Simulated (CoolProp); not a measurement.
n-perfluorohexane along the isotherm 450 K: fugacity coefficient from the reference equation and from simpler models built on Tc = 448.0 K, pc = 1742 kPa, ω = 0.497; each cubic takes its own stable root.

Model: reference Helmholtz-energy equation of state, Gao 2022, in CoolProp.

| p (kPa) | phase | reference |
|---|---|---|
| 1090 | gas | 0.7890 |
| 2180 | supercritical | 0.5543 |
| 3270 | supercritical | 0.4064 |
| 4350 | supercritical | 0.3333 |
| 5440 | supercritical | 0.2900 |
| 6530 | supercritical | 0.2622 |
| 7620 | supercritical | 0.2434 |
| 8710 | supercritical | 0.2303 |

Question: How far does each simpler model (van der Waals, Soave-Redlich-Kwong) lie from the reference over these 8 states: mean and median of the absolute difference, and the worst?

Answer: 
- van der Waals: mean 21.3 %, median 21.5 %, worst +38.6 % at 450 K and 8710 kPa
- Soave-Redlich-Kwong: mean 8.8 %, median 9.5 %, worst +14.7 % at 450 K and 8710 kPa
